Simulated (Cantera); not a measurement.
Input: 1 mol BN, 7.8 mol H2O, 0.57 mol H2, equilibrated at 1000 Pa.

Equilibrium computed with Cantera from the NASA thermochemical tables; the gas is ideal and each condensed phase is pure. Candidate condensed phases: B, BN, B2O3, B3O3H3, H2O; 39 gas species. Gases not in the tables: H3BO3. Kinetics and transport are ignored. All values below are at 1202 °C.

Base state: H2O 0.620, H2 0.221, HBO2 0.105, N2 0.0534, B2O3 0.000615, (HBO2)3 7.94e-5, H 6.10e-5, HBO 1.75e-5 (mole fractions); condensed: gas only.

Question: What changes in the equilibrium state with this change: H2O from 7.8 to 0.74 mol?

Answer: 
```tsv
species	before	after
H2	0.221	0.833
N2	0.0534	0.157
HBO2	0.105	0.00534
H2O	0.620	0.000762
(HBO2)3	7.94e-5	1.04e-8
B2O2	1.11e-8	7.11e-5
BN(s), mol	0	0.509
B2O3(l), mol	0	0.237
```
Mutual solubility and eutectic melting of coexisting phases are not modelled.
